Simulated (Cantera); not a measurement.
A Cantera script and its output.

```python
import numpy as np
import cantera as ct

gas = ct.Solution("gri30.yaml")
gas.TPX = 1523, 430000, {'CH4': 1, 'CO2': 0.37, 'H2': 0.8}
inlet = ct.Reservoir(gas, clone=True)

reactor = ct.IdealGasConstPressureReactor(gas, energy="off", clone=False)
exhaust = ct.Reservoir(gas, clone=True)
tau = [5, 1.2, 0.27, 0.063, 0.015, 0.0034, 0.00078, 0.00018][0]
for a, b in ((inlet, reactor), (reactor, exhaust)):
    ct.MassFlowController(a, b, mdot=lambda t: reactor.mass / tau)
net = ct.ReactorNet([reactor])
show = ['CH4', 'CO2', 'H2', 'CH3', 'H2O2']

rows = []
print(f"{'tau/s':>10s}{'T/K':>9s}" + "".join(f"{s:>11s}" for s in show))
for tau in [5, 1.2, 0.27, 0.063, 0.015, 0.0034, 0.00078, 0.00018]:
    net.initial_time = 0.0
    net.advance(30 * tau)
    before = gas.X
    net.advance(40 * tau)
    drift = np.max(np.abs(gas.X - before) / (gas.X + 1e-9))
    rows.append([gas.T, *gas[show].X, drift])
    print(f"{tau:10.3e}{gas.T:9.1f}" + "".join(f"{x:11.3e}" for x in gas[show].X))
```

Result:

```
     tau/s      T/K        CH4        CO2         H2        CH3       H2O2
 5.000e+00   1523.0  2.026e-01  1.423e-02  4.682e-01  6.642e-05  9.453e-15
 1.200e+00   1523.0  2.204e-01  2.508e-02  4.400e-01  7.200e-05  1.446e-14
 2.700e-01   1523.0  2.697e-01  5.913e-02  4.215e-01  8.057e-05  9.709e-15
 6.300e-02   1523.0  3.624e-01  1.198e-01  4.009e-01  9.455e-05  2.445e-15
 1.500e-02   1523.0  4.292e-01  1.562e-01  3.801e-01  1.044e-04  6.004e-16
 3.400e-03   1523.0  4.533e-01  1.674e-01  3.711e-01  1.052e-04  2.900e-16
 7.800e-04   1523.0  4.591e-01  1.699e-01  3.691e-01  9.673e-05  2.034e-16
 1.800e-04   1523.0  4.604e-01  1.704e-01  3.688e-01  7.975e-05  1.386e-16
```

Detailed kinetics in Cantera: GRI-Mech 3.0 (53 species, 325 reactions). GRI-Mech 3.0 stops at C3 and has no aromatics, soot or wall deposition, so with more carbon than oxygen in the feed, carbon stays in small species such as C2H2 where larger ones or solid carbon would form.
